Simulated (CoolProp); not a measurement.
Vapour pressure (bar) of c-C4F8 (RC318): the reference equation beside estimates from Tc = 388.4 K, pc = 27.78 bar, ω = 0.355. Clausius-Clapeyron is anchored at 320 K with a constant enthalpy of vaporisation of 18.71 kJ/mol.

Values from CoolProp's reference Helmholtz-energy equation of state, Platzer 1990. This equation is an older, rougher fit; its heat capacities, sound speeds and derivatives of the liquid may be far off and weren't checked against measurements.

```json
[
 {"T (K)": "295.9", "reference": "2.906", "Lee-Kesler": "2.911", "Clausius-Clapeyron": "3.358", "van der Waals": "8.463", "Soave-Redlich-Kwong": "2.914", "Peng-Robinson": "2.886"},
 {"T (K)": "299.9", "reference": "3.304", "Lee-Kesler": "3.308", "Clausius-Clapeyron": "3.716", "van der Waals": "9.023", "Soave-Redlich-Kwong": "3.315", "Peng-Robinson": "3.280"},
 {"T (K)": "303.9", "reference": "3.741", "Lee-Kesler": "3.746", "Clausius-Clapeyron": "4.102", "van der Waals": "9.605", "Soave-Redlich-Kwong": "3.757", "Peng-Robinson": "3.714"},
 {"T (K)": "308", "reference": "4.233", "Lee-Kesler": "4.237", "Clausius-Clapeyron": "4.527", "van der Waals": "10.23", "Soave-Redlich-Kwong": "4.255", "Peng-Robinson": "4.203"},
 {"T (K)": "312", "reference": "4.758", "Lee-Kesler": "4.762", "Clausius-Clapeyron": "4.971", "van der Waals": "10.86", "Soave-Redlich-Kwong": "4.787", "Peng-Robinson": "4.726"},
 {"T (K)": "316", "reference": "5.331", "Lee-Kesler": "5.334", "Clausius-Clapeyron": "5.447", "van der Waals": "11.51", "Soave-Redlich-Kwong": "5.368", "Peng-Robinson": "5.298"},
 {"T (K)": "320", "reference": "5.954", "Lee-Kesler": "5.956", "Clausius-Clapeyron": "5.954", "van der Waals": "12.19", "Soave-Redlich-Kwong": "6.001", "Peng-Robinson": "5.921"},
 {"T (K)": "324", "reference": "6.630", "Lee-Kesler": "6.630", "Clausius-Clapeyron": "6.494", "van der Waals": "12.89", "Soave-Redlich-Kwong": "6.688", "Peng-Robinson": "6.598"},
 {"T (K)": "328", "reference": "7.361", "Lee-Kesler": "7.360", "Clausius-Clapeyron": "7.068", "van der Waals": "13.62", "Soave-Redlich-Kwong": "7.432", "Peng-Robinson": "7.332"},
 {"T (K)": "332", "reference": "8.152", "Lee-Kesler": "8.148", "Clausius-Clapeyron": "7.677", "van der Waals": "14.37", "Soave-Redlich-Kwong": "8.237", "Peng-Robinson": "8.126"},
 {"T (K)": "336", "reference": "9.004", "Lee-Kesler": "8.997", "Clausius-Clapeyron": "8.322", "van der Waals": "15.15", "Soave-Redlich-Kwong": "9.105", "Peng-Robinson": "8.984"},
 {"T (K)": "340", "reference": "9.921", "Lee-Kesler": "9.912", "Clausius-Clapeyron": "9.004", "van der Waals": "15.95", "Soave-Redlich-Kwong": "10.04", "Peng-Robinson": "9.909"}
]
```

Absolute difference from the reference over all 12 rows, mean and median: Lee-Kesler 0.1 and 0.1 %, Clausius-Clapeyron 6.7 and 6.4 %, van der Waals 116.4 and 110.3 %, Soave-Redlich-Kwong 0.7 and 0.7 %, Peng-Robinson 0.5 and 0.6 %.
